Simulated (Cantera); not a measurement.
What does this Cantera script print?

```python
import numpy as np
import cantera as ct

gas_names = """
    C CH CH2 CH3 CH2OH CH3O CH4 CH3OH CO CO2 COOH C2 C2H CHCO,ketyl C2H2,acetylene C2H2,vinylidene
    CH2CO,ketene C2H3,vinyl CH3CO,acetyl C2H4 C2H4O,ethylen CH3CHO,ethanal CH3COOH (HCOOH)2 C2H5 C2H6
    CH3OCH3 C2H5OH C2O C3 C3H3,propargyl C3H4,allene C3H4,propyne C3H4,cyclo- C3H5,allyl C3H6,propylene
    C3H6,cyclo- C3H6O C3H7,n-propyl C3H7,i-propyl C3H8 C3H8O,1propanol C3H8O,2propanol C3O2 C4 C4H2
    C4H4,1,3-cyclo- C4H6,butadiene C4H6,2-butyne C4H6,cyclo- C4H8,1-butene C4H8,cis2-buten
    C4H8,tr2-butene C4H8,isobutene C4H8,cyclo- (CH3COOH)2 C4H9,n-butyl C4H9,i-butyl C4H9,s-butyl
    C4H9,t-butyl C4H10,isobutane C4H10,n-butane C5 C5H6,1,3cyclo- C5H8,cyclo- C5H10,1-pentene
    C5H10,cyclo- C5H11,pentyl C5H11,t-pentyl C5H12,n-pentane C5H12,i-pentane CH3C(CH3)2CH3 C6H2
    C6H5,phenyl C6H5O,phenoxy C6H6 C6H5OH,phenol C6H10,cyclo- C6H12,1-hexene C6H12,cyclo- C6H13,n-hexyl
    C7H7,benzyl C7H8 C7H8O,cresol C7H14,1-heptene C7H15,n-heptyl C7H16,n-heptane C8H8,styrene
    C8H10,ethylbenz C8H16,1-octene C8H17,n-octyl C8H18,isooctane C8H18,n-octane C9H19,n-nonyl
    C10H8,naphthale C10H21,n-decyl C12H9,o-bipheny C12H10,bipheny H HCO HO2 H2 HCHO,formaldehy HCOOH H2O
    H2O2 O OH O2 O3 Si SiC SiC2 SiC4H12 SiH SiH2 SiH3 SiH4 SiO SiO2 Si2 Si2C Si3
""".split()
cond_names = """
    C(gr) C6H6(L) C7H8(L) C8H18(L),n-octa H2O(s) H2O(L) Si(cr) Si(L) SiC(b) SiO2(Lqz) SiO2(hqz) SiO2(L)
""".split()


def load(file, names, dense=False):
    # The tables refer to 1 bar. Condensed volumes are neglected.
    table = {s.name: s for s in ct.Species.list_from_file(file)}
    out = []
    for n in names:
        d = dict(table[n].input_data)
        d["thermo"] = dict(d["thermo"], **{"reference-pressure": 1e5})
        if dense:
            d["equation-of-state"] = {"model": "constant-volume", "density": "1e6 g/cm^3"}
        out.append(ct.Species.from_dict(d))
    return out


gas = ct.Solution(thermo="ideal-gas", species=load("nasa_gas.yaml", gas_names))
cond = {s.name: ct.Solution(thermo="fixed-stoichiometry", species=[s], name=s.name)
        for s in load("nasa_condensed.yaml", cond_names, dense=True)}
atoms = {
    'SiO2': {'Si': 1, 'O': 2},
    'CH4': {'C': 1, 'H': 4},
    'H2': {'H': 2},
}
top_T = {'C(gr)': 4500, 'SiC(b)': 3050}  # K; cautious upper limits of use, not melting points


def equilibrate(T, P, feed):
    n = {}
    for name, mol in feed.items():
        for a, k in atoms[name].items():
            n[a] = n.get(a, 0.0) + k * mol
    gas.TPX = T, P, n
    mass = sum(n.values()) * gas.mean_molecular_weight
    gas.equilibrate("TP")
    valid = [c for c in cond.values() if c.min_temp <= T <= top_T.get(c.name, c.max_temp)]
    mix = ct.Mixture([(gas, mass / gas.mean_molecular_weight)] + [(c, 0.0) for c in valid])
    mix.T, mix.P = T, P
    mix.equilibrate("TP", solver="vcs", rtol=1e-11, max_steps=5000)
    return mix


results = []
feed = {'SiO2': 1, 'CH4': 5.7, 'H2': 0.11}  # mol
P = 400000  # Pa
for T in [1825, 1875, 1925, 1975, 2025, 2075, 2125]:
    mix = equilibrate(T, P, feed)
    results.append((T, P, feed, dict(zip(mix.species_names, mix.species_moles))))

top = {s: max(r[3][s] / sum(r[3][g] for g in gas_names) for r in results) for s in gas_names}
cols = sorted((s for s in top if top[s] > 1e-06), key=lambda s: -top[s])[:9]
seen = [c for c in cond_names if any(r[3].get(c, 0) > 1e-12 for r in results)]
print("log10 of partial pressures in bar; condensed amounts in mol")
print(f"{'T/K':>10s}" + "".join(f"{s[:9]:>10s}" for s in cols + seen))
for T, P, feed, n in results:
    ng = sum(n[g] for g in gas_names)
    print(f"{T:10.4g}" + "".join(f"{np.log10(max(n[s] / ng * P / 1e5, 1e-99)):10.3f}" for s in cols)
          + "".join(f"{n.get(c, 0):10.4g}" for c in seen))
```

It prints:

```
log10 of partial pressures in bar; condensed amounts in mol
       T/K        H2        CO       CH4       SiO         H C2H2,acet       H2O       CH3      C2H4     C(gr)    SiC(b)
      1825     0.531    -0.230    -2.087    -2.454    -3.091    -3.137    -3.297    -4.404    -4.311     2.693    0.9881
      1875     0.531    -0.230    -2.155    -2.395    -2.918    -2.968    -3.399    -4.301    -4.284     2.697    0.9864
      1925     0.531    -0.231    -2.220    -2.340    -2.754    -2.808    -3.495    -4.204    -4.259     2.701    0.9845
      1975     0.531    -0.231    -2.281    -2.288    -2.598    -2.656    -3.587    -4.112    -4.235     2.703    0.9825
      2025     0.531    -0.232    -2.339    -2.238    -2.450    -2.512    -3.674    -4.025    -4.213     2.703    0.9804
      2075     0.531    -0.232    -2.394    -2.191    -2.309    -2.376    -3.757    -3.942    -4.192     2.701     0.978
      2125     0.530    -0.233    -2.446    -2.146    -2.175    -2.245    -3.836    -3.863    -4.172     2.698    0.9755
```

Method: chemical equilibrium by Gibbs-energy minimisation in Cantera with the NASA 1993 tables (ideal gas, pure condensed phases). Gases not in the tables: Si2H6 and higher silanes.
